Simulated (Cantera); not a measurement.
Feed: 1 mol CO, 2 mol CO2, 3 mol N2, at 503 Torr.

Method: chemical equilibrium by Gibbs-energy minimisation in Cantera with the NASA 1993 tables (ideal gas, pure condensed phases). Candidate condensed phases: C; 24 gas species. The numbers say what is thermodynamically allowed, not how fast it happens. All values below are at 2173 K.

Base state: N2 0.500, CO2 0.333, CO 0.167, NO 0.000250, O2 0.000147, O 3.37e-5 (mole fractions); condensed: gas only.

Problem. What changes in the equilibrium state with this change: pressure from 503 Torr to 9.00 Torr?

Solution. 
```
species    before    after
-------  --------  -------
N2          0.500    0.495
CO2         0.333    0.315
CO          0.167    0.181
O2       0.000147  0.00627
O         3.37e-5  0.00164
NO       0.000250  0.00163
```
